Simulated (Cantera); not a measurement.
**N2O furnace oxynitridation**

An isothermal, constant-pressure homogeneous reactor starts with 61.0 % N2O, 39.0 % N2, at 1175 K and 0.898 atm.

Detailed kinetics in Cantera: GRI-Mech 3.0 (53 species, 325 reactions). GRI-Mech 3.0 was tuned for natural gas; its chemistry of N2O as a main component is partial and can be far from experiment. The mechanism lacks the step 2 NO + O2 → 2 NO2, which can matter for NO2 below about 1400 K. The temperature is held fixed by assumption; the heat of reaction is taken as removed at once.

```csv
t (s),x N2O,x N2,x NO,x O2,x NO2,x O
0.000200,0.610,0.390,3.57e-6,1.70e-5,1.69e-10,1.16e-6
0.000860,0.610,0.390,1.61e-5,7.66e-5,3.38e-9,1.16e-6
0.00369,0.609,0.391,6.97e-5,0.000332,6.10e-8,1.16e-6
0.0159,0.606,0.393,0.000298,0.00143,9.42e-7,1.16e-6
0.0682,0.592,0.400,0.00126,0.00604,9.41e-6,1.15e-6
0.293,0.540,0.431,0.00499,0.0243,4.95e-5,1.10e-6
1.26,0.376,0.527,0.0160,0.0816,0.000169,9.26e-7
5.41,0.115,0.680,0.0297,0.174,0.000322,4.54e-7
23.3,0.00404,0.748,0.0316,0.216,0.000415,2.91e-8
100,2.60e-7,0.751,0.0314,0.217,0.000580,7.19e-9
```
x: mole fraction; the columns are a selection and need not sum to one.

Equilibrium at this temperature and pressure: N2O 1.13e-8, N2 0.766, NO 0.000168, O2 0.234, NO2 3.22e-6, O 7.45e-9 (gas phase only).
